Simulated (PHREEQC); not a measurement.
Dissolve 0.014 mol/kgw ZnSO4 at 25 °C. Closed to the air; pH follows from the charge balance.

All values are PHREEQC results (ion-association model, phreeqc.dat), not measurements.

No solid was allowed to form.

Task: Estimate the pH.

Result: pH 5.72.

Task: In which forms is Zn present?

Result: Zn+2 64 %, ZnSO4 33 %, Zn(SO4)2-2 2.4 % of the Zn.
